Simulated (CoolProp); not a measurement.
The numbers come from the reference Helmholtz-energy equation of state, Thol 2019 in CoolProp.

For n-pentane, give the phase and the density (kg/m³), cp (kJ/(kg K)), speed of sound (m/s) at 60.25 °C and 1.1 MPa.


- 60.25 °C and 1.1 MPa: liquid; density 586, cp 2.49, speed of sound 846
